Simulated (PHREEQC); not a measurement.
Solution (25 °C): 0.0074 mol/kgw HF, 6.1e-05 mol/kgw KF and 0.0001 mol/kgw (NH4)2SiF6. Closed to the air; pH follows from the charge balance.

The numbers come from PHREEQC with the ion-association model, wateq4f.dat.

```csv
quantity,before,after
pH,2.73,2.73
ionic strength (mol/kgw),0.00232,0.00506
HF (mol/kgw),0.00526,0.00522
H2F2 (mol/kgw),7.20e-5,7.12e-5
HF2- (mol/kgw),4.00e-5,4.05e-5
SI of Quartz (SiO2),-3.02,-2.04
```

Question: What was changed between the two runs?
A) 0.004 mol/kgw NaI added
B) diluted 100-fold with water
C) temperature from 25 to 20 °C
D) (NH4)2SiF6 from 0.0001 to 0.001 mol/kgw

Answer: D, (NH4)2SiF6 from 0.0001 to 0.001 mol/kgw

Precipitation was switched off in this run. SiF6-2 is the database's only silicon fluoride.
